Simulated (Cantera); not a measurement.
Input: 1 mol C6H6, a varied amount of O2, held at 1327 °C and 22500 Torr.

Equilibrium computed with Cantera from the NASA thermochemical tables; the gas is ideal and each condensed phase is pure. Candidate condensed phases: C, C6H6, C7H8, C8H18, H2O; 110 gas species. Rates play no part.

### Question
At 0.028 mol O2, list the 6 most abundant gas species with their mole fractions, and the condensed phases.

### Answer
H2 0.938, CH4 0.0431, CO 0.0187, H2O 0.000459, C2H4 8.09e-5, C2H2 (acetylene) 2.58e-5. Condensed: C(graphite).
